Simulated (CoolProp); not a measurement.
Ethanol along the isobar 0.85 MPa: density (kg/m³) from the reference equation and from simpler models built on Tc = 241.6 °C, pc = 6.268 MPa, ω = 0.644; each cubic takes its own stable root.

Values from CoolProp's reference Helmholtz-energy equation of state, Schroeder 2014.

```tsv
T (°C)	phase	reference	van der Waals	Redlich-Kwong	Soave-Redlich-Kwong	Peng-Robinson
-77.55	liquid	873.9	470.5	701.0	726.8	813.0
-50.15	liquid	849.7	458.8	682.8	714.2	799.7
-22.85	liquid	826.3	446.4	662.9	699.7	784.5
4.55	liquid	803.2	433.1	640.9	683.0	766.9
31.85	liquid	779.9	418.6	616.7	663.7	746.5
59.25	liquid	755.6	402.5	589.8	641.3	722.6
86.55	liquid	729.2	14.59	559.7	615.1	694.3
113.85	liquid	699.1	13.31	13.72	583.8	660.2
141.25	liquid	662.6	12.25	12.51	545.2	617.7
168.55	gas	11.76	11.36	11.53	11.70	11.77
195.95	gas	10.77	10.60	10.71	10.79	10.86
223.25	gas	9.990	9.942	10.02	10.04	10.10
250.65	gas	9.348	9.365	9.417	9.407	9.457
```

At some of these states van der Waals, Redlich-Kwong gives the other phase, because its saturation line lies elsewhere.
